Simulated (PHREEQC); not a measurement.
Solution (25 °C): 0.031 mol/kgw KOH, 3e-07 mol/kgw H4SiO4 and 0.12 mol/kgw CuSO4. Closed to the air; pH follows from the charge balance.

All values are PHREEQC results (ion-association model, wateq4f.dat), not measurements.

No solid was allowed to form.

Estimate the pH, ionic strength.

pH 5.89; ionic strength 0.275 mol/kgw.

In which forms is S present?

SO4-2 59 %, CuSO4 38 %, KSO4- 2.8 % of the S.

The solution is supersaturated, for example in Brochantite, Antlerite, so a real one may precipitate; this is no full list.
